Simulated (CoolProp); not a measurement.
Diethyl ether along the isobar 3870 kPa: fugacity coefficient from the reference equation and from simpler models built on Tc = 467.9 K, pc = 3717 kPa, ω = 0.282; each cubic takes its own stable root.

The numbers come from the reference Helmholtz-energy equation of state, Thol 2014 in CoolProp.

```csv
T (K),phase,reference
338.9,liquid,0.07503
365,liquid,0.1399
391.1,liquid,0.2327
417.3,liquid,0.3532
443.4,liquid,0.4947
469.6,supercritical,0.6430
495.7,supercritical,0.7177
521.9,supercritical,0.7679
548,supercritical,0.8069
```

Task: How far does each simpler model (Redlich-Kwong, Soave-Redlich-Kwong, Peng-Robinson) lie from the reference over these 9 states: mean and median of the absolute difference, and the worst?

Result: 
- Redlich-Kwong: mean 16.9 %, median 8.0 %, worst +56.7 % at 338.9 K and 3870 kPa
- Soave-Redlich-Kwong: mean 2.2 %, median 2.3 %, worst +3.7 % at 417.3 K and 3870 kPa
- Peng-Robinson: mean 1.2 %, median 0.5 %, worst -2.4 % at 521.9 K and 3870 kPa
